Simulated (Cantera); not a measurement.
# Equilibrium for hydrogen reduction and annealing atmospheres: TiO2 + H2 + H2O

Charge: 1 mol TiO2, 16 mol H2, 1.5 mol H2O, equilibrated at 10000 Pa.

Cantera equilibrium calculation (NASA polynomials, part measured and part estimated; ideal gas, pure solids and liquids). Candidate condensed phases: H2O, Ti, TiO, TiO2, Ti2O3, Ti3O5, Ti4O7; 12 gas species. Condensed phases not in the tables: Magnéli phases beyond Ti4O7. Kinetics and transport are ignored.

```tsv
T (K)	x H2	x H2O	x H	x OH	x TiO2	x TiO	n TiO2(rutile)	n Ti4O7(s)	n Ti4O7(l)
1475	0.914	0.0857	3.92e-5	9.63e-8	4.32e-12	<1e-12	1.00	0	0
1525	0.914	0.0857	7.15e-5	2.08e-7	2.25e-11	<1e-12	1.00	0	0
1575	0.914	0.0857	0.000126	4.28e-7	1.05e-10	2.60e-12	1.00	0	0
1625	0.914	0.0857	0.000213	8.42e-7	4.48e-10	1.43e-11	1.00	0	0
1675	0.914	0.0857	0.000351	1.59e-6	1.74e-9	7.06e-11	1.00	0	0
1725	0.914	0.0857	0.000561	2.90e-6	6.23e-9	3.17e-10	1.00	0	0
1775	0.913	0.0857	0.000875	5.11e-6	2.07e-8	1.31e-9	1.00	0	0
1825	0.899	0.0999	0.00132	1.03e-5	6.36e-8	4.14e-9	0	0.250	0
1875	0.898	0.0999	0.00196	1.70e-5	1.74e-7	1.37e-8	0	0.250	0
1925	0.897	0.0998	0.00286	2.75e-5	4.53e-7	4.27e-8	0	0.250	0
1975	0.896	0.0997	0.00410	4.34e-5	1.07e-6	1.20e-7	0	0	0.250
2025	0.895	0.0996	0.00576	6.70e-5	2.32e-6	3.05e-7	0	0	0.250
2075	0.892	0.0995	0.00796	0.000101	4.83e-6	7.40e-7	0	0	0.250
2125	0.890	0.0993	0.0108	0.000150	9.67e-6	1.72e-6	0	0	0.250
```
x: gas mole fraction; n: condensed amount in mol.

From 1475 K to 1775 K the condensed part is TiO2(rutile). From 1825 K to 1925 K the condensed part is Ti4O7(s). From 1975 K to 2125 K the condensed part is Ti4O7(l).
